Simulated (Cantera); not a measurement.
Charge: 1 mol Zr, 1.8 mol N2, at 1402 °C and 0.290 bar.

Cantera equilibrium calculation (NASA polynomials, part measured and part estimated; ideal gas, pure solids and liquids). Candidate condensed phases: Zr, ZrN; 4 gas species. ZrN: taken at fixed stoichiometry. Kinetics and transport are ignored.

Base state: N2 1.00 (mole fractions); condensed: ZrN(s).

What changes in the equilibrium state with this change: 0.058 mol NH3 added?


```csv
species,before,after
N2,1.00,0.939
H2,0,0.0614
H,0,5.34e-5
"ZrN(s), mol",1.00,1.00
```
